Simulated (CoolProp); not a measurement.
Vapour-liquid equilibrium of toluene (1) + p-xylene (2) at 377 kPa; x and y are mole fractions of (1).

The numbers come from the multi-fluid Helmholtz-energy mixture model, Lemmon 2006 and Zhou 2012; pair parameters Bell 2016 in CoolProp.

```
x     bubble temperature, mixture model (°C)  bubble temperature, Raoult's law (°C)  y, mixture model  y, Raoult's law
----  --------------------------------------  -------------------------------------  ----------------  ---------------
0.05                                   193.4                                  193.3             0.082            0.088
0.2                                    187.7                                  187.5             0.302            0.317
0.35                                   182.4                                  182.3             0.485            0.502
0.5                                    177.6                                  177.6             0.638            0.654
0.65                                   173.3                                  173.2             0.767            0.780
0.8                                    169.2                                  169.2             0.876            0.885
0.95                                   165.5                                  165.5             0.971            0.974
```

The largest gap from Raoult's law is +0.2 K in bubble temperature, at x = 0.2. No azeotrope shows between x = 0.05 and 0.95.

The pair parameters rest on a limited set of measurements; away from them the model extrapolates.
